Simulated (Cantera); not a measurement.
Input: 1 mol CuO, 18 mol CO, a varied amount of H₂, held at 850 K and 9.60 bar.

These are equilibrium values from Cantera (NASA tables, ideal gas, pure condensed phases), not measurements of a reactor. Candidate condensed phases: C, C₆H₆, C₇H₈, C₈H₁₈, Cu, CuO, Cu(OH)₂, Cu₂O, H₂O; 113 gas species. Rates play no part.

log p: log10 of the partial pressure in bar; n: condensed amount in mol.

```tsv
n(H₂) (mol)	log p CO₂	log p H₂O	log p H₂	log p CH₄	log p CO	log p C₂H₆	log p HCOOH	n C(graphite)	n Cu(s)
0.76	0.92	-0.25	-0.89	-1.99	-0.21	?	-6.17	8.46	1.00
2.9	0.83	0.24	-0.36	-0.92	-0.25	?	-5.72	9.06	1.00
5	0.75	0.39	-0.16	-0.53	-0.29	?	-5.60	9.42	1.00
7.1	0.68	0.47	-0.05	-0.30	-0.33	?	-5.56	9.60	1.00
9.2	0.61	0.52	0.03	-0.15	-0.36	?	-5.55	9.64	1.00
11	0.56	0.54	0.08	-0.05	-0.39	?	-5.55	9.59	1.00
13	0.51	0.56	0.12	0.04	-0.41	?	-5.57	9.44	1.00
```

Q: Fill in the missing entries.

A: 
- 0.76, log p C₂H₆: -7.51
- 2.9, log p C₂H₆: -5.91
- 5, log p C₂H₆: -5.32
- 7.1, log p C₂H₆: -4.98
- 9.2, log p C₂H₆: -4.75
- 11, log p C₂H₆: -4.60
- 13, log p C₂H₆: -4.47
